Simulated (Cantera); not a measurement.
A freely propagating, adiabatic, planar premixed flame of CH₄ : O₂ : N₂ = 1 : 1.82 : 6.84 (molar parts), equivalence ratio 1.1, unburnt at 600 K and 100000 Pa; mixture-averaged transport, grid criteria slope 0.08 and curve 0.16, no radiation.

Model: GRI-Mech 3.0 (53 species, 325 reactions), integrated in Cantera. Burning velocities carry a grid error of a few per cent, more on coarse grids.

Q: How do the results move with these cheaper or finer settings: unity-Lewis-number transport; multicomponent transport; multicomponent+Soret transport; grid criteria slope 0.5, curve 1; grid criteria slope 0.25, curve 0.5; grid criteria slope 0.03, curve 0.06?

A: 
```json
[
 {"setting": "as above", "laminar burning velocity": "130 cm/s", "thermal thickness": "0.327 mm", "peak x(HCN)": "8.75e-6", "peak x(H₂)": "0.0306", "grid points": "153"},
 {"setting": "unity-Lewis-number transport", "laminar burning velocity": "88.4 cm/s", "thermal thickness": "0.394 mm", "peak x(HCN)": "8.81e-6", "peak x(H₂)": "0.0295", "grid points": "134"},
 {"setting": "multicomponent transport", "laminar burning velocity": "131 cm/s", "thermal thickness": "0.332 mm", "peak x(HCN)": "8.80e-6", "peak x(H₂)": "0.0308", "grid points": "153"},
 {"setting": "multicomponent+Soret transport", "laminar burning velocity": "129 cm/s", "thermal thickness": "0.331 mm", "peak x(HCN)": "8.49e-6", "peak x(H₂)": "0.0294", "grid points": "153"},
 {"setting": "grid criteria slope 0.5, curve 1", "laminar burning velocity": "139 cm/s", "thermal thickness": "0.360 mm", "peak x(HCN)": "8.63e-6", "peak x(H₂)": "0.0309", "grid points": "44"},
 {"setting": "grid criteria slope 0.25, curve 0.5", "laminar burning velocity": "135 cm/s", "thermal thickness": "0.340 mm", "peak x(HCN)": "8.65e-6", "peak x(H₂)": "0.0309", "grid points": "63"},
 {"setting": "grid criteria slope 0.03, curve 0.06", "laminar burning velocity": "128 cm/s", "thermal thickness": "0.325 mm", "peak x(HCN)": "8.77e-6", "peak x(H₂)": "0.0305", "grid points": "341"}
]
```
The base run took very roughly 12 core-seconds.
Unity Lewis numbers drop preferential diffusion, which matters most where H2 and H carry the flame; Soret adds thermal diffusion.
